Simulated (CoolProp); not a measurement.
A closed Brayton cycle with dry air: compressor inlet 333.15 K and 4.7 MPa, high pressure 12.9 MPa, turbine inlet 785 K, compressor efficiency 0.89, turbine efficiency 0.9, recuperator effectiveness 0.8 (on enthalpy, no pinch check). Each further row changes one setting.

The numbers come from the reference Helmholtz-energy equation of state, Lemmon 2000 in CoolProp. It is a pseudo-pure fit of the blend.

```csv
case,thermal efficiency (%),net work (kJ/kg),compressor to turbine work,compressor exit (K),turbine exit (K)
as stated,25.3,56.3,0.70,459.3,617.3
turbine inlet 735 K,22.0,44.3,0.74,459.3,576.4
compressor inlet 343.15 K,23.8,52.2,0.72,472.8,617.3
high pressure 11 MPa,25.9,53.2,0.66,437.0,641.3
recuperator effectiveness 0.5,20.7,56.3,0.70,459.3,617.3
```
